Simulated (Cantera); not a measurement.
Feed: 1 mol Si3H8, 2.1 mol HCl, 58 mol H2, held at 1402 °C and 0.00330 bar.

These are equilibrium values from Cantera (NASA tables, ideal gas, pure condensed phases), not measurements of a reactor. Candidate condensed phases: Si; 19 gas species. The feed counts by its element totals alone. The tables' values for SiCl are old estimates; treat these amounts as uncertain. Gases not in the tables: Si2H6 and higher silanes. Rates play no part.

Q: What is the equilibrium state?

A: 
```
Quantity       Result
----------  ---------
x(H2)           0.968
x(HCl)         0.0271
x(SiCl2)      0.00275
x(H)          0.00199
x(Si)        0.000132
x(Cl)         4.35e-5
x(SiCl)       4.00e-5
x(SiH)        1.25e-5
x(SiH2)       1.09e-5
n(Si(s))     2.81 mol
gas amount  64.18 mol
```
